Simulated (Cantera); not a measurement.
An isothermal, constant-pressure homogeneous reactor starts with 16.0 % H2, 38.2 % O2, 45.8 % N2, equivalence ratio 0.21, at 1198 K and 0.00148 atm.

Detailed kinetics in Cantera: GRI-Mech 3.0 (53 species, 325 reactions). Radical loss at walls, strong at low pressure, is not modelled. The temperature is held fixed by assumption; the heat of reaction is taken as removed at once.

One state of this run: x H2 = 0.00164; x O2 = 0.323; x OH = 0.00283; x NO = 4.17e-6; x H = 0.00348; x H2O2 = 2.70e-8. x: mole fraction; the columns are a selection and need not sum to one.

**Question.** Which value of t (s) does it belong to?
(A) 0.279
(B) 0.00260
(C) 0.00662
(D) 4.62

**Answer.** D, 4.62
